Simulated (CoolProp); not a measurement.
Model: reference Helmholtz-energy equation of state, Bücker 2006, in CoolProp.

Q: For n-butane, give the phase and the speed of sound (m/s), conductivity (mW/(m K)) at 259 K and 0.101 MPa; 295.9 K and 0.101 MPa.

A: 
- 259 K and 0.101 MPa: liquid; speed of sound 1110, conductivity 122
- 295.9 K and 0.101 MPa: gas; speed of sound 210, conductivity 16.3

Thermal conductivity comes from a separate model (Perkins 2002).
